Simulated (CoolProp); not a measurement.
Saturation properties of CH3F (R41).

The numbers come from the reference Helmholtz-energy equation of state, Lemmon 2006 in CoolProp. It is a short technical equation, of lower accuracy than the large ones.

```
T (K)  p (kPa)  liquid density (kg/m³)  enthalpy of vaporisation (kJ/kg)
-----  -------  ----------------------  --------------------------------
247.2    939.6                   757.8                             398.4
253       1133                   741.6                             385.6
258.8     1354                   724.7                             371.9
264.7     1611                   706.6                             356.8
270.5     1897                   687.8                             340.8
276.3     2220                   667.7                             323.4
282.1     2583                   646.1                             304.3
288       2997                   622.1                             282.5
293.8     3451                   595.9                             258.4
```

It boils at 194.8 K under 1 atm.
